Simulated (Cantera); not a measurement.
A Cantera script and its output.

```python
import numpy as np
import cantera as ct

gas = ct.Solution("gri30.yaml")


def delay(T, t_max=10):
    gas.TPX = T, 80000, {'CH4': 1, 'H2': 0.89, 'O2': 2.84, 'N2': 10.7, 'CO2': 0.34}
    reactor = ct.IdealGasConstPressureReactor(gas, clone=False)
    net = ct.ReactorNet([reactor])
    net.rtol, net.atol = 1e-8, 1e-16
    while net.time < t_max:
        t_old, T_old = net.time, reactor.T
        net.step()
        if reactor.T > T + 400:  # ignition: a rise of 400 K
            return t_old + (T + 400 - T_old) / (reactor.T - T_old) * (net.time - t_old)
    return np.nan


taus = []
for T in [925, 1000, 1075, 1150, 1225, 1300, 1375, 1450, 1525, 1600]:
    taus.append(delay(T))
    print(f"T0 = {T:6g} K   tau = {taus[-1]:.4e} s")
```

It prints:

```
T0 =    925 K   tau = 5.5678e-02 s
T0 =   1000 K   tau = 9.4081e-03 s
T0 =   1075 K   tau = 3.8706e-03 s
T0 =   1150 K   tau = 1.8690e-03 s
T0 =   1225 K   tau = 9.8060e-04 s
T0 =   1300 K   tau = 5.5189e-04 s
T0 =   1375 K   tau = 3.3191e-04 s
T0 =   1450 K   tau = 2.1210e-04 s
T0 =   1525 K   tau = 1.4269e-04 s
T0 =   1600 K   tau = 9.9984e-05 s
```

Computed with Cantera and GRI-Mech 3.0 (53 species, 325 reactions). Below about 1000 K GRI-Mech 3.0 lacks low-temperature oxidation paths. Below about 950 K walls govern HO2 and H2O2 in real vessels.
